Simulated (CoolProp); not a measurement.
Vapour-liquid equilibrium of n-heptane (1) + p-xylene (2) at 353 kPa; x and y are mole fractions of (1).

Computed with CoolProp (multi-fluid Helmholtz-energy mixture model, Span 2003 and Zhou 2012; pair parameters Bell 2016).

| x | bubble temperature (K) | y at the bubble point | dew temperature at overall composition x (K) | liquid density (mol/L) |
|---|---|---|---|---|
| 0.05 | [?] | [?] | 463.5 | [?] |
| 0.125 | 455.4 | 0.266 | [?] | 6.462 |
| 0.2 | 450.6 | 0.384 | 458.0 | 6.397 |
| 0.275 | 446.4 | 0.482 | 455.1 | 6.329 |
| 0.35 | 442.6 | 0.564 | 452.0 | [?] |
| 0.425 | 439.3 | 0.635 | 448.9 | 6.185 |
| 0.5 | 436.2 | 0.698 | 445.6 | 6.112 |
| 0.575 | 433.4 | 0.753 | 442.1 | 6.038 |
| 0.65 | 430.9 | 0.804 | 438.6 | 5.964 |
| 0.725 | 428.4 | 0.851 | 434.9 | 5.890 |
| 0.8 | 426.2 | 0.894 | 431.1 | 5.818 |
| 0.875 | 424.0 | 0.935 | 427.2 | 5.746 |
| 0.95 | 421.9 | 0.975 | 423.2 | 5.675 |

Question: Some entries are withheld; supply them.

Answer: 
- 0.05, bubble temperature (K): 461.0
- 0.05, y at the bubble point: 0.119
- 0.05, liquid density (mol/L): 6.521
- 0.125, dew temperature at overall composition x (K): 460.8
- 0.35, liquid density (mol/L): 6.258

No azeotrope shows between x = 0.05 and 0.95.

Pair parameters are fitted to limited data, so mixtures are less certain than the pure fluids.
